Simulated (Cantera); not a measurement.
Source: NASA polynomial tables (part measured, part estimated), evaluated in Cantera. Values are per mole of reaction as written; species without (g) are pure solids or liquids, kept so even where they would boil at 1 bar.

Task: Between 350 and 1150 K, where is each reaction favourable under standard conditions?
- 3 H2(g) + N2(g) = 2 NH3(g)
- 4 Cr + N2(g) = 2 Cr2N

Result: 
- 3 H2(g) + N2(g) = 2 NH3(g): ΔG° is -22 kJ at 350 K and 159 kJ at 1150 K; it changes sign between 450 and 550 K. ΔH° is -112 kJ and ΔS° -235 J/K at 1150 K.
- 4 Cr + N2(g) = 2 Cr2N: ΔG° is -196 kJ at 350 K and -83 kJ at 1150 K; it stays negative (K > 1). ΔH° is -235 kJ and ΔS° -132 J/K at 1150 K.
